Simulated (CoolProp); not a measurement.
Methanol at several states: fugacity coefficient from the reference equation and from simpler models built on Tc = 513.4 K, pc = 8.216 MPa, ω = 0.565; each cubic takes its own stable root.

Computed with CoolProp (reference Helmholtz-energy equation of state, de Reuck 1993).

```
T (K)  p (MPa)   phase  reference
-----  -------  ------  ---------
545.8     1.11     gas     0.9670
353.6     28.4  liquid   0.009273
265.1   0.0886  liquid    0.02696
508.3     8.95  liquid     0.5765
396.9    0.448     gas     0.9397
513.2     18.8  liquid     0.3360
```

How far does each simpler model (van der Waals, Redlich-Kwong, Soave-Redlich-Kwong) lie from the reference over these 6 states: mean and median of the absolute difference, and the worst?


- van der Waals: mean 764.8 %, median 16.5 %, worst +3555.8 % at 265.1 K and 0.0886 MPa
- Redlich-Kwong: mean 233.7 %, median 7.9 %, worst +1094.4 % at 265.1 K and 0.0886 MPa
- Soave-Redlich-Kwong: mean 10.6 %, median 7.2 %, worst -32.3 % at 265.1 K and 0.0886 MPa

At some of these states van der Waals gives the other phase, because its saturation line lies elsewhere.
